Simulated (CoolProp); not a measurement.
Sulfur hexafluoride at several states: Z from the reference equation and from simpler models built on Tc = 45.6 °C, pc = 3.755 MPa, ω = 0.210; each cubic takes its own stable root.

Model: reference Helmholtz-energy equation of state, Guder 2009, in CoolProp.

```json
[
 {"T (°C)": "120.65", "p (MPa)": "0.572", "phase": "gas", "reference": "0.9752"},
 {"T (°C)": "210.85", "p (MPa)": "4.88", "phase": "supercritical", "reference": "0.9165"},
 {"T (°C)": "-28.55", "p (MPa)": "6.89", "phase": "liquid", "reference": "0.2782"}
]
```

Q: How far does each simpler model (van der Waals, Redlich-Kwong) lie from the reference over these 3 states: mean and median of the absolute difference, and the worst?

A: 
- van der Waals: mean 18.2 %, median 5.5 %, worst +49.0 % at -28.55 °C and 6.89 MPa
- Redlich-Kwong: mean 3.4 %, median 3.1 %, worst +6.6 % at -28.55 °C and 6.89 MPa
